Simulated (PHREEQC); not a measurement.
PHREEQC input (Pitzer model, pitzer.dat):

```
SOLUTION 1
  temp 25
  units mol/kgw
  pH 7 charge
  Cl 0.14
  Na 0.1454
END
USE solution 1
INCREMENTAL_REACTIONS false
REACTION 1
  H2O -1
  0 9.886 18.011 24.689 30.178 34.689 38.397 41.444
  43.949 46.007 47.699 49.089 50.232 51.172 51.944 52.578
  53.1 53.528 53.88 54.17 54.408 54.603 54.764 54.896
  55.005 55.094 55.168 55.228 moles
EQUILIBRIUM_PHASES 1
  Halite 0 0
SELECTED_OUTPUT 1
  -reset false
  -pH true
  -pe true
  -ionic_strength true
  -water true
  -activities H2O
  -totals Cl Na
  -molalities H+ Na+ Cl- OH-
  -equilibrium_phases Halite
PRINT
  -reset false
END
```

Selected output (columns that matter, 17 of 28 rows; water left (kg) added in front):

```
water left (kg)	pH	mu	Cl	Na	m_H+	m_Na+	m_Cl-	m_OH-	la_H2O	Halite
1	11.592	0.1454	0.14	0.1454	3.2055e-12	0.1454	0.14	0.0054	-0.0021093	0
0.675514	11.744	0.21524	0.20725	0.21524	2.2827e-12	0.21524	0.20725	0.0079939	-0.0031081	0
0.555203	11.819	0.26189	0.25216	0.26189	1.921e-12	0.26189	0.25216	0.0097262	-0.0037756	0
0.375043	11.967	0.38769	0.37329	0.38769	1.3477e-12	0.38769	0.37329	0.014398	-0.0055823	0
0.253345	12.115	0.57392	0.55261	0.57392	9.2683e-13	0.57392	0.55261	0.021315	-0.0082835	0
0.208215	12.189	0.69832	0.67238	0.69832	7.6001e-13	0.69832	0.67238	0.025935	-0.01011	0
0.140655	12.335	1.0337	0.99534	1.0337	4.944e-13	1.0337	0.99534	0.038392	-0.01514	0
0.0950203	12.481	1.5302	1.4734	1.5302	3.0122e-13	1.5302	1.4734	0.05683	-0.022916	0
0.0641769	12.628	2.2656	2.1815	2.2656	1.6536e-13	2.2656	2.1815	0.084142	-0.035291	0
0.0527548	12.703	2.7561	2.6538	2.7561	1.1584e-13	2.7561	2.6538	0.10236	-0.044188	0
0.0356396	12.855	4.0797	3.9282	4.0797	4.8238e-14	4.0797	3.9282	0.15152	-0.071085	0
0.0240733	13.017	6.0399	5.8156	6.0399	1.4627e-14	6.0399	5.8156	0.22432	-0.1196	0
0.0197855	13.106	6.2584	5.9854	6.2584	1.1053e-14	6.2584	5.9854	0.27293	-0.1255	0.021575
0.0133718	13.291	6.3204	5.9166	6.3204	7.4923e-15	6.3204	5.9166	0.40384	-0.12663	0.060885
0.00902992	13.483	6.4126	5.8145	6.4126	5.078e-15	6.4126	5.8145	0.59801	-0.12839	0.087495
0.0074265	13.583	6.4739	5.7468	6.4739	4.1842e-15	6.4739	5.7468	0.72713	-0.12961	0.097321
0.00501235	13.795	6.6408	5.5634	6.6408	2.8323e-15	6.6408	5.5634	1.0773	-0.13314	0.11211
```
